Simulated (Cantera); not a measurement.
Silicon nitride deposition: SiH4 + N2

A closed system holds: 1 mol SiH4, 34 mol N2, at 1800 K and 0.133 bar.

Method: chemical equilibrium by Gibbs-energy minimisation in Cantera with the NASA 1993 tables (ideal gas, pure condensed phases). Candidate condensed phases: Si, Si3N4; 18 gas species. Kinetics and transport are ignored.

```json
{
  "x(N2)": "0.943",
  "x(H2)": "0.0565",
  "x(H)": "0.000233",
  "x(Si)": "4.05e-6",
  "n(Si3N4(s))": "0.333 mol",
  "gas_amount": "35.34 mol",
  "log10 activity of Si(l) (absent)": "-0.77"
}
```
